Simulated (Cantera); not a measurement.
Charge: 1 mol C2F6, 3.3 mol H2, held at 2773.15 K and 0.100 bar.

Method: chemical equilibrium by Gibbs-energy minimisation in Cantera with the NASA 1993 tables (ideal gas, pure condensed phases). Candidate condensed phases: C, C6H6, C7H8, C8H18; 95 gas species. The feed counts by its element totals alone. Rates play no part.

Base state: HF 0.925, H 0.0397, H2 0.0285, F 0.00511, C2H2 (acetylene) 0.000868, CF 0.000354, C3 0.000226, C2H 0.000146 (mole fractions); condensed: C(graphite).

Question: What changes in the equilibrium state with this change: H2 from 3.3 to 9.6 mol?

Answer: 
| species | before | after |
|---|---|---|
| HF | 0.925 | 0.440 |
| H2 | 0.0285 | 0.398 |
| H | 0.0397 | 0.148 |
| C2H2 (acetylene) | 0.000868 | 0.0121 |
| CF2 | 5.28e-5 | 8.54e-7 |
| CH3 | 1.93e-7 | 1.01e-5 |
| C2H2 (vinylidene) | 1.55e-6 | 2.17e-5 |
| C(graphite), mol | 1.98 | 1.63 |
